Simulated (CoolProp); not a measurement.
Vapour-liquid equilibrium of R124 (1) + R142b (2) at -43.95 °C; x and y are mole fractions of (1).

Values from CoolProp's multi-fluid Helmholtz-energy mixture model, de Vries 1995 and Lemmon 2006; pair parameters Bell 2016.

| x | bubble pressure, mixture model (bar) | bubble pressure, Raoult's law (bar) | y, mixture model | y, Raoult's law |
|---|---|---|---|---|
| 0.05 | 0.1919 | 0.1925 | 0.052 | 0.055 |
| 0.2 | 0.1931 | 0.1955 | 0.207 | 0.217 |
| 0.35 | 0.1945 | 0.1986 | 0.362 | 0.373 |
| 0.5 | 0.1965 | 0.2016 | 0.519 | 0.525 |
| 0.65 | 0.1994 | 0.2047 | 0.675 | 0.673 |
| 0.8 | 0.2037 | 0.2077 | 0.825 | 0.816 |
| 0.95 | 0.2095 | 0.2108 | 0.960 | 0.955 |

The largest gap from Raoult's law is -2.6 % in bubble pressure, at x = 0.65. No azeotrope shows between x = 0.05 and 0.95.

Pair parameters are fitted to limited data, so mixtures are less certain than the pure fluids.
